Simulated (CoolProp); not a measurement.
Ethanol along the isotherm 534.6 K: density (kg/m³) from the reference equation and from simpler models built on Tc = 514.7 K, pc = 6268 kPa, ω = 0.644; each cubic takes its own stable root.

The numbers come from the reference Helmholtz-energy equation of state, Schroeder 2014 in CoolProp.

| p (kPa) | phase | reference | Redlich-Kwong | Peng-Robinson |
|---|---|---|---|---|
| 49.6 | gas | 0.5151 | 0.5153 | 0.5154 |
| 72.7 | gas | 0.7557 | 0.7562 | 0.7564 |
| 107 | gas | 1.114 | 1.115 | 1.115 |
| 157 | gas | 1.637 | 1.640 | 1.641 |
| 230 | gas | 2.406 | 2.411 | 2.413 |
| 338 | gas | 3.551 | 3.562 | 3.567 |
| 496 | gas | 5.245 | 5.270 | 5.280 |
| 727 | gas | 7.763 | 7.818 | 7.838 |
| 1070 | gas | 11.60 | 11.72 | 11.77 |
| 1570 | gas | 17.41 | 17.69 | 17.79 |
| 2300 | gas | 26.45 | 27.11 | 27.32 |
| 3380 | gas | 41.36 | 43.01 | 43.42 |
| 4960 | gas | 68.42 | 73.04 | 73.47 |
| 7270 | supercritical | 143.8 | 168.8 | 151.2 |
| 10700 | supercritical | 408.0 | 323.6 | 322.7 |
| 15700 | supercritical | 485.7 | 381.2 | 401.9 |
